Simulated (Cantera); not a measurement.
# Ammonia decomposition in nitride growth gas

A perfectly stirred reactor is fed with NH₃ : N₂ = 1 : 7.7 (molar parts), at 100000 Pa; it is held at 2125 K, and followed from long to short residence time.

Model: the gas-phase N/H chemistry of the illustrative SiF4/NH3 mechanism in the Surface Chemkin manual (1991), integrated in Cantera. Walls and surfaces, which speed up NH3 decomposition in real reactors, are not modelled.

| τ (s) | x NH₃ | x N₂ | x NH₂ | x H₂ | x H | x NH |
|---|---|---|---|---|---|---|
| 8.6 | 0.000246 | 0.845 | 6.43e-6 | 0.154 | 0.00133 | 1.53e-6 |
| 2.7 | 0.000563 | 0.845 | 1.28e-5 | 0.153 | 0.00115 | 2.64e-6 |
| 0.84 | 0.00165 | 0.846 | 2.81e-5 | 0.152 | 0.000855 | 4.32e-6 |
| 0.26 | 0.00522 | 0.847 | 6.29e-5 | 0.147 | 0.000588 | 6.75e-6 |
| 0.083 | 0.0146 | 0.850 | 0.000130 | 0.135 | 0.000396 | 9.97e-6 |
| 0.026 | 0.0357 | 0.858 | 0.000246 | 0.106 | 0.000243 | 1.36e-5 |
| 0.0081 | 0.0673 | 0.868 | 0.000397 | 0.0637 | 0.000126 | 1.62e-5 |
x: mole fraction; the columns are a selection and need not sum to one.
